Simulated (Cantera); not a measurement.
Input (Python, Cantera) and output of one run.

```python
import numpy as np
import cantera as ct

gas_names = """
    H H2 N NH NH2 NH3 N2 N2H2 N2H4 Zr ZrN
""".split()
cond_names = """
    Zr(a) Zr(b) Zr(L) ZrN(s) ZrN(L)
""".split()


# ... load() reads the species with a 1 bar reference pressure and builds the phases ...
atoms = {
    'ZrN': {'Zr': 1, 'N': 1},
    'H2': {'H': 2},
}
top_T = {}  # K; cautious upper limits of use, not melting points


# ... equilibrate(T, P, feed) seeds the gas with the atoms and calls Mixture.equilibrate('TP', solver="vcs", rtol=1e-11, max_steps=5000) ...
results = []
feed = {'ZrN': 1, 'H2': 1.6}  # mol
T = 2473  # K
P = 770000  # Pa
mix = equilibrate(T, P, feed)
results.append((T, P, feed, dict(zip(mix.species_names, mix.species_moles))))
print(gas.report(threshold=1e-06))
for i in range(1, mix.n_phases):
    print(f"{mix.phase(i).name:16s} {mix.phase_moles(i):12.5e} mol")
```

It prints:

```
       temperature   2473 K
          pressure   7.7e+05 Pa
           density   0.075195 kg/m^3
  mean mol. weight   2.008 kg/kmol
   phase of matter   gas

                          1 kg             1 kmol
                     ---------------   ---------------
          enthalpy        3.5392e+07        7.1066e+07  J
   internal energy        2.5152e+07        5.0505e+07  J
           entropy             89142        1.7899e+05  J/K
    Gibbs function       -1.8506e+08       -3.7159e+08  J
 heat capacity c_p             17700             35542  J/K
 heat capacity c_v             13560             27227  J/K

                      mass frac. Y      mole frac. X     chem. pot. / RT
                     ---------------   ---------------   ---------------
                 H         0.0040178         0.0080036           -9.0722
                H2           0.99597             0.992           -18.144
     [   +9 minor]        1.5289e-05        5.0745e-07

Zr(L)             2.80812e-07 mol
ZrN(s)            9.99999e-01 mol
```

Cantera equilibrium calculation (NASA polynomials, part measured and part estimated; ideal gas, pure solids and liquids). ZrN: taken at fixed stoichiometry.
